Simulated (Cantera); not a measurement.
**Gas-phase reforming**

An isothermal, constant-pressure homogeneous reactor starts with 28.6 % CH₄, 34.3 % H₂O, 37.1 % H₂, at 1475 K and 29000 Pa.

Model: GRI-Mech 3.0 (53 species, 325 reactions), integrated in Cantera.

```csv
t (s),x CH₄,x H₂O,x H₂,x O,x CH₃,x C₂H₄
0.000600,0.286,0.343,0.371,<1e-12,4.72e-5,4.20e-7
0.00118,0.286,0.343,0.371,1.32e-12,7.46e-5,2.69e-6
0.00232,0.285,0.343,0.372,2.22e-12,9.69e-5,1.39e-5
0.00456,0.285,0.343,0.372,3.12e-12,0.000115,5.76e-5
0.00896,0.285,0.343,0.372,3.93e-12,0.000129,0.000192
0.0176,0.284,0.343,0.373,4.24e-12,0.000134,0.000478
0.0346,0.282,0.342,0.374,4.24e-12,0.000133,0.000880
0.0681,0.278,0.341,0.377,4.16e-12,0.000132,0.00125
0.134,0.271,0.339,0.384,3.99e-12,0.000129,0.00144
0.263,0.258,0.336,0.395,3.71e-12,0.000123,0.00156
0.517,0.235,0.329,0.416,3.30e-12,0.000113,0.00177
1.02,0.199,0.319,0.447,2.83e-12,9.82e-5,0.00219
2.00,0.153,0.305,0.489,2.41e-12,7.85e-5,0.00289
```
x: mole fraction; the columns are a selection and need not sum to one.

Equilibrium at this temperature and pressure: CH₄ 1.28e-6, H₂O 0.0333, H₂ 0.785, O <1e-12, CH₃ 7.06e-10, C₂H₄ 2.68e-12 (gas phase only).
